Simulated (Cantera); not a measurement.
# Diamond growth

A diamond (100) surface in a fixed gas of H2 with x(CH4) = 0.026, x(CH3) = 0.00059, at 900 K, 4900 Pa; coverages are run to steady state.

Model: the Harris–Goodwin 1993 mechanism for the reconstructed diamond (100) surface, integrated in Cantera.

| x(H) | growth (µm/h) | θ c6HH | θ c6H* | θ c6*H | θ c6** | θ c6HM |
|---|---|---|---|---|---|---|
| 0.0001 | 1.17 | 0.140 | 0.00188 | 0.0526 | 0.000285 | 0.648 |
| 0.00024 | 2.36 | 0.229 | 0.00328 | 0.0917 | 0.000794 | 0.543 |
| 0.00057 | 4.12 | 0.353 | 0.00521 | 0.146 | 0.00167 | 0.397 |
| 0.0014 | 6.09 | 0.488 | 0.00731 | 0.205 | 0.00273 | 0.239 |
| 0.0033 | 7.52 | 0.585 | 0.00884 | 0.247 | 0.00353 | 0.125 |
| 0.0079 | 8.37 | 0.642 | 0.00976 | 0.272 | 0.00400 | 0.0582 |
| 0.019 | 8.79 | 0.670 | 0.0103 | 0.284 | 0.00425 | 0.0254 |
| 0.045 | 8.98 | 0.683 | 0.0107 | 0.289 | 0.00437 | 0.0110 |
| 0.11 | 9.09 | 0.688 | 0.0114 | 0.290 | 0.00448 | 0.00453 |
θ: site fractions in the mechanism's names (c6HH fully hydrogenated, c6H* and c6*H radical sites, c6** diradical, c6HM methylated).
